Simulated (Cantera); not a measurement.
## BN + H2O + N2 (nitride etching)

A closed system holds: 1 mol BN, 8.5 mol H2O, 0.57 mol N2, held at 1975 K and 22.5 Torr.

Method: chemical equilibrium by Gibbs-energy minimisation in Cantera with the NASA 1993 tables (ideal gas, pure condensed phases). Candidate condensed phases: B, BN, B2O3, B3O3H3, H2O; 39 gas species. Rates play no part.

- x(H2O) = 0.644
- x(H2) = 0.148
- x(N2) = 0.106
- x(HBO2) = 0.0958
- x(H) = 0.00304
- x(B2O3) = 0.00143
- x(OH) = 0.00126
- x(BO2) = 0.000227
- x(HBO) = 0.000112
- gas amount = 10.09 mol
- log10 activity of B(s) (absent) = -7.72
- log10 activity of B3O3H3(s) (absent) = -20.23
